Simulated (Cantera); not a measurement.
# BN + N2 (sublimation and decomposition of ceramics)

Feed: 1 mol BN, 1.9 mol N2, at 113 Torr.

These are equilibrium values from Cantera (NASA tables, ideal gas, pure condensed phases), not measurements of a reactor. Candidate condensed phases: B, BN; 12 gas species. Ions and electrons are included (thermal ionisation). The numbers say what is thermodynamically allowed, not how fast it happens.

| T (°C) | x N2 | x B | x N | x BN | x B+ | x e- | n B(l) |
|---|---|---|---|---|---|---|---|
| 2727 | 0.967 | 0.0308 | 3.54e-5 | 0.00223 | 3.60e-7 | 3.60e-7 | 0.918 |
| 2977 | 0.852 | 0.140 | 0.000147 | 0.00727 | 2.91e-6 | 2.91e-6 | 0.585 |
| 3227 | 0.704 | 0.284 | 0.000480 | 0.0106 | 1.31e-5 | 1.31e-5 | 0 |
| 3477 | 0.703 | 0.286 | 0.00145 | 0.00873 | 3.59e-5 | 3.59e-5 | 0 |
| 3727 | 0.702 | 0.287 | 0.00384 | 0.00734 | 8.69e-5 | 8.68e-5 | 0 |
| 3977 | 0.697 | 0.287 | 0.00903 | 0.00627 | 0.000190 | 0.000190 | 0 |
| 4227 | 0.688 | 0.286 | 0.0193 | 0.00541 | 0.000383 | 0.000383 | 0 |
| 4477 | 0.672 | 0.284 | 0.0378 | 0.00469 | 0.000716 | 0.000716 | 0 |
| 4727 | 0.646 | 0.279 | 0.0688 | 0.00405 | 0.00126 | 0.00126 | 0 |
x: gas mole fraction; n: condensed amount in mol.

From 2727 °C to 2977 °C the condensed part is B(l). From 3227 °C to 4727 °C nothing is condensed. The main B-bearing gas is B throughout.
